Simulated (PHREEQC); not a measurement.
A solution holds 0.315 mol/kgw MgCl2, 0.0017 mol/kgw NaHCO3 and 0.0038 mol/kgw MgSO4, at 20 °C and 50 atm. Closed to the air; pH follows from the charge balance.

Model: ion-association model, phreeqc.dat, run in PHREEQC.

Precipitation was switched off in this run.

### Question
Order these C species by the share of C that they hold, largest first: MgHCO3+, CO3-2, MgCO3, HCO3-, CO2.

### Answer
MgHCO3+ (52 %), HCO3- (44 %), CO2 (2.5 %), MgCO3 (1.9 %), CO3-2 (0.15 %)

The pH is 7.34 and the ionic strength 0.949 mol/kgw. Ionic strength above about 0.7 mol/kgw puts this run outside the model's range. Under pressure, the constants of complexes without a molar volume in the database are unreliable.
